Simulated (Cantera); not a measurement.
An adiabatic, constant-pressure homogeneous reactor starts with C₃H₈ : O₂ : N₂ : CO₂ = 1 : 3.85 : 14.5 : 0.58 (molar parts), equivalence ratio 1.3, at 1525 K and 0.730 bar.

Cantera simulation using GRI-Mech 3.0 (53 species, 325 reactions); the numbers are that mechanism's predictions, not measurements. GRI-Mech 3.0 was tuned for natural gas; its chemistry of propane as a main component is partial and can be far from experiment.

Q: Predict: time of steepest temperature rise; temperature at 8.00 s; equilibrium temperature; x(O₂) at 8.00 s; x(CO₂) at 8.00 s; x(NO) at 8.00 s; x(CO) at 8.00 s.

A: 
```
Property                                                            Result
---------------------------------  ---------------------------------------
time of steepest temperature rise                                  86.6 µs
temperature at 8.00 s                                               2730 K
equilibrium temperature                                             2730 K
x(O₂) at 8.00 s                    0.00719 (gas-phase equilibrium 0.00719)
x(CO₂) at 8.00 s                     0.0616 (gas-phase equilibrium 0.0616)
x(NO) at 8.00 s                    0.00555 (gas-phase equilibrium 0.00555)
x(CO) at 8.00 s                      0.0960 (gas-phase equilibrium 0.0960)
```
